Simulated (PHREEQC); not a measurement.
0.012 g of hydrous ferric oxide (600 m²/g; 0.2 weak and 0.005 strong sites per Fe, Dzombak-Morel constants, diffuse double layer) in 1 kg of water with 0.05 mol/kgw of an inert sodium salt, at 25 °C; the pH is set by adding NaOH or the inert anion's acid. Oxygen is held at 0.21 atm. The system is closed to CO2. Nothing may precipitate in this run.

Model: ion-association model, wateq4f.dat, run in PHREEQC.

### Question
Predict surface charge σ (C/m²) at pH = 4.12, 6.38, 7.12, 9.

### Answer
```json
[
 {"pH": "4.12", "surface charge σ (C/m²)": "0.281"},
 {"pH": "6.38", "surface charge σ (C/m²)": "0.064"},
 {"pH": "7.12", "surface charge σ (C/m²)": "0.030"},
 {"pH": "9", "surface charge σ (C/m²)": "-0.026"}
]
```

The oxide is taken as insoluble; below pH 4 it would dissolve.
